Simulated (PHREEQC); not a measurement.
Make-up at 25 °C: 0.061 mol/kgw MnSO4, 0.0001 mol/kgw CuCl2 and 4.3e-05 mol/kgw Na2SO4. Closed to the air; pH follows from the charge balance.

All values are PHREEQC results (ion-association model, wateq4f.dat), not measurements.

Each row changes one thing in this solution. This is a speciation only: nothing precipitates in the calculation.

```tsv
case	pH	ionic strength (mol/kgw)	Mn+2 (mol/kgw)	SO4-2 (mol/kgw)	MnSO4 (mol/kgw)	Cl- (mol/kgw)	SI of Tenorite (CuO)
as made	6.09	0.141	0.0353	0.0353	0.0257	0.000190	-0.15
diluted 2-fold with water	6.13	0.0770	0.0192	0.0192	0.0113	9.68e-5	-0.26
Na2SO4 left out	6.09	0.141	0.0353	0.0352	0.0257	0.000190	-0.15
temperature from 25 to 80 °C	5.73	0.106	0.0265	0.0265	0.0345	0.000193	+0.85
temperature from 25 to 85 °C	5.70	0.104	0.0259	0.0259	0.0350	0.000193	+0.91
diluted 100-fold with water	6.49	0.00229	0.000572	0.000572	3.84e-5	2.00e-6	-0.83
CuCl2 from 0.0001 to 0.00011 mol/kgw	6.08	0.141	0.0353	0.0353	0.0257	0.000209	-0.13
```

Some of these states are supersaturated (in Brochantite, Tenorite (slow to form), Antlerite, for instance). Away from 25 °C the constants follow the database's enthalpies or fits; those with neither stay at their 25 °C values. The database's constant for dissolved Cu(OH)2 is higher than later reviews accept.
